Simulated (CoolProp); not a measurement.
Properties of CHF3 (R23) along the isotherm 475 K (Tc = 299.3 K, pc = 4.832 MPa, ω = 0.263).

Model: reference Helmholtz-energy equation of state, Penoncello 2003, in CoolProp.

```
p (MPa)  phase  density (kg/m³)  speed of sound (m/s)
-------  -----  ---------------  --------------------
0.302      gas            5.374                     ?
0.604      gas            10.79                 252.6
0.906      gas            16.25                 252.1
1.21       gas            21.78                     ?
1.51       gas            27.28                     ?
1.81       gas            32.82                     ?
2.11       gas                ?                     ?
2.42       gas            44.22                     ?
```

Q: Some entries are withheld; supply them.

A: 
- 0.302, speed of sound (m/s): 253.1
- 1.21, speed of sound (m/s): 251.6
- 1.51, speed of sound (m/s): 251.1
- 1.81, speed of sound (m/s): 250.7
- 2.11, density (kg/m³): 38.41
- 2.11, speed of sound (m/s): 250.2
- 2.42, speed of sound (m/s): 249.8
